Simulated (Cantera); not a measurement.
Cantera run, input and output.

```python
import numpy as np
import cantera as ct

gas = ct.Solution("gri30.yaml")
gas.TP = 300, 101325
flame = ct.CounterflowDiffusionFlame(gas, width=0.02)
flame.fuel_inlet.X, flame.fuel_inlet.T = {'CH4': 1}, 375
flame.oxidizer_inlet.X, flame.oxidizer_inlet.T = {'O2': 0.18, 'N2': 0.82}, 598
flame.set_refine_criteria(ratio=3, slope=0.12, curve=0.24, prune=0.03)
show = ['OH', 'H', 'NO', 'CO', 'C2H2']

rows = []
print(f"{'mdot':>8s}{'a_max':>10s}{'a_mean':>10s}{'Tmax/K':>9s}" + "".join(f"{s:>11s}" for s in show) + "   (peak mole fractions)")
for i, mdot in enumerate([0.25, 0.4, 0.62, 0.96, 1.5, 2.4, 3.7, 5.7]):  # kg/m2/s on the oxidiser side
    flame.oxidizer_inlet.mdot, flame.fuel_inlet.mdot = mdot, 0.92 * mdot
    flame.solve(loglevel=0, auto=(i == 0))
    if flame.T.max() < max(375, 598) + 100:
        print(f"{mdot:8.3g}  no burning solution found from the previous one")
        break
    dT = np.abs(np.gradient(flame.T, flame.grid))
    rows.append([flame.strain_rate("max"), flame.strain_rate("mean"), flame.T.max(),
                 *(flame.X[gas.species_index(s)].max() for s in show), max(dT[0], dT[-1]) / dT.max()])
    print(f"{mdot:8.3g}{rows[-1][0]:10.1f}{rows[-1][1]:10.1f}{rows[-1][2]:9.1f}" + "".join(f"{x:11.3e}" for x in rows[-1][3:-1]))
```

It prints:

```
    mdot     a_max    a_mean   Tmax/K         OH          H         NO         CO       C2H2   (peak mole fractions)
    0.25     182.2      43.4   2033.5  6.181e-03  3.525e-03  2.070e-04  4.283e-02  1.024e-02
     0.4     279.1      69.5   2013.3  6.100e-03  3.731e-03  1.767e-04  4.257e-02  9.117e-03
    0.62     419.5     107.6   1993.6  5.972e-03  3.903e-03  1.447e-04  4.271e-02  8.154e-03
    0.96     634.4     166.7   1967.2  5.696e-03  3.978e-03  1.081e-04  4.303e-02  7.006e-03
     1.5     971.9     260.4   1928.6  5.168e-03  3.860e-03  6.811e-05  4.368e-02  5.514e-03
     2.4    1509.6     416.7   1852.3  4.013e-03  3.160e-03  2.550e-05  4.432e-02  3.147e-03
     3.7  no burning solution found from the previous one
```

Model: GRI-Mech 3.0 (53 species, 325 reactions), integrated in Cantera. GRI-Mech 3.0 has no aromatics or soot, which form on the fuel side of real flames. The maximum strain rate includes the flame's own expansion and is several times the mean. A flux with no burning solution from the previous one only brackets extinction.
